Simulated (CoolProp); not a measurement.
Model: reference Helmholtz-energy equation of state, Lemmon 2003, in CoolProp. It is a pseudo-pure fit of the blend.

### Question
For R407C, give the phase and the cv (kJ/(kg K)), speed of sound (m/s), Joule-Thomson coefficient (K/MPa), isothermal compressibility (1/MPa) at 257.3 K and 49.6 bar; 257.3 K and 66.2 bar; 257.3 K and 232 bar.

### Answer
- 257.3 K and 49.6 bar: liquid; cv 0.862, speed of sound 703, Joule-Thomson coefficient -0.212, isothermal compressibility 0.00242
- 257.3 K and 66.2 bar: liquid; cv 0.861, speed of sound 715, Joule-Thomson coefficient -0.221, isothermal compressibility 0.00232
- 257.3 K and 232 bar: liquid; cv 0.864, speed of sound 813, Joule-Thomson coefficient -0.283, isothermal compressibility 0.00167
